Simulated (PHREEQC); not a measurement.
Metal-bearing waste water (model solution)

Solution (25 °C): 0.012 mol MnSO4, 3.9e-05 mol CuCl2, 0.00095 mol NaHCO3 and 0.004 mol NaCl per kg of water. Closed to the air; pH follows from the charge balance.

The numbers come from PHREEQC with the ion-association model, wateq4f.dat.

This is a speciation only: nothing precipitates in the calculation.

Problem. Predict the pH, ionic strength.

Solution. pH 6.99; ionic strength 0.0390 mol/kgw.

Problem. In which forms is C present?

Solution. HCO3- 58 %, MnHCO3+ 22 %, CO2 11 %, MnCO3 7.6 %, CuCO3 0.7 % of the C.

Examples of supersaturated solids here: Rhodochrosite, Malachite. Others may be too. Species that the database lacks are ignored. The database's constant for dissolved Cu(OH)2 is higher than later reviews accept.
